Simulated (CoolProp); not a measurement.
Nitrous oxide along the isotherm 271.2 K: Z from the reference equation and from simpler models built on Tc = 309.5 K, pc = 7.245 MPa, ω = 0.161; each cubic takes its own stable root.

Computed with CoolProp (reference Helmholtz-energy equation of state, Lemmon 2006). It is a short technical equation, of lower accuracy than the large ones.

```csv
p (MPa),phase,reference
1.81,gas,0.8513
3.62,liquid,0.07667
5.43,liquid,0.1135
7.24,liquid,0.1496
9.06,liquid,0.1853
10.9,liquid,0.2208
12.7,liquid,0.2551
14.5,liquid,0.2889
16.3,liquid,0.3224
18.1,liquid,0.3555
```

Q: How far does each simpler model (Redlich-Kwong, Peng-Robinson) lie from the reference over these 10 states: mean and median of the absolute difference, and the worst?

A: 
- Redlich-Kwong: mean 11.5 %, median 11.8 %, worst +17.0 % at 271.2 K and 3.62 MPa
- Peng-Robinson: mean 2.2 %, median 2.4 %, worst -3.8 % at 271.2 K and 18.1 MPa
